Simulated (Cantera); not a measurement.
**N2O furnace oxynitridation**

An isothermal, constant-pressure homogeneous reactor starts with 78.7 % N₂O, 21.3 % O₂, at 1100 K and 0.0681 atm.

Model: GRI-Mech 3.0 (53 species, 325 reactions), integrated in Cantera. GRI-Mech 3.0 was tuned for natural gas; its chemistry of N2O as a main component is partial and can be far from experiment. The mechanism lacks the step 2 NO + O2 → 2 NO2, which can matter for NO2 below about 1400 K. The temperature is held fixed by assumption; the heat of reaction is taken as removed at once.

| t (s) | x N₂O | x O₂ | x NO₂ | x N₂ | x NO | x O |
|---|---|---|---|---|---|---|
| 4.00e-6 | 0.787 | 0.213 | <1e-12 | 8.51e-9 | 1.45e-11 | 8.31e-9 |
| 2.00e-5 | 0.787 | 0.213 | <1e-12 | 4.46e-8 | 3.52e-10 | 3.96e-8 |
| 0.000100 | 0.787 | 0.213 | <1e-12 | 2.63e-7 | 7.53e-9 | 1.56e-7 |
| 0.000504 | 0.787 | 0.213 | <1e-12 | 1.75e-6 | 1.01e-7 | 3.18e-7 |
| 0.00252 | 0.787 | 0.213 | <1e-12 | 9.95e-6 | 6.79e-7 | 3.31e-7 |
| 0.0126 | 0.787 | 0.213 | 2.55e-11 | 5.11e-5 | 3.58e-6 | 3.31e-7 |
| 0.0634 | 0.787 | 0.213 | 6.39e-10 | 0.000257 | 1.81e-5 | 3.31e-7 |
| 0.318 | 0.786 | 0.213 | 1.47e-8 | 0.00129 | 9.10e-5 | 3.31e-7 |
| 1.59 | 0.778 | 0.215 | 2.49e-7 | 0.00642 | 0.000453 | 3.31e-7 |
| 7.98 | 0.742 | 0.224 | 2.05e-6 | 0.0312 | 0.00220 | 3.30e-7 |
| 40.0 | 0.592 | 0.263 | 9.99e-6 | 0.136 | 0.00955 | 3.27e-7 |
x: mole fraction; the columns are a selection and need not sum to one.

Equilibrium at this temperature and pressure: N₂O 1.74e-9, O₂ 0.435, NO₂ 1.12e-6, N₂ 0.565, NO 0.000104, O 6.31e-9 (gas phase only).
